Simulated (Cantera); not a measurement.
A perfectly stirred reactor is fed with 7.73 % H2, 48.3 % O2, 44.0 % N2, equivalence ratio 0.080, at 0.200 bar; it is held at 948 K, and followed from long to short residence time.

Detailed kinetics in Cantera: GRI-Mech 3.0 (53 species, 325 reactions). Below about 950 K walls govern HO2 and H2O2 in real vessels. The temperature is held fixed by assumption; the heat of reaction is taken as removed at once.

x: mole fraction; the columns are a selection and need not sum to one.

```csv
τ (s),x H2,x O2,x HO2,x H,x H2O
2.0,0.000807,0.463,1.12e-5,7.20e-7,0.0795
0.91,0.00122,0.463,1.54e-5,1.58e-6,0.0791
0.41,0.00182,0.463,2.07e-5,3.48e-6,0.0785
0.18,0.00270,0.463,2.75e-5,7.87e-6,0.0775
0.083,0.00385,0.463,3.50e-5,1.69e-5,0.0763
0.037,…,0.464,…,…,0.0745
0.017,0.00778,0.464,5.25e-5,7.94e-5,0.0721
0.0074,…,0.465,…,…,0.0686
```

Complete the blanks.


- 0.037, x H2: 0.00553
- 0.037, x HO2: 4.38e-5
- 0.037, x H: 3.73e-5
- 0.0074, x H2: 0.0111
- 0.0074, x HO2: 6.16e-5
- 0.0074, x H: 0.000176
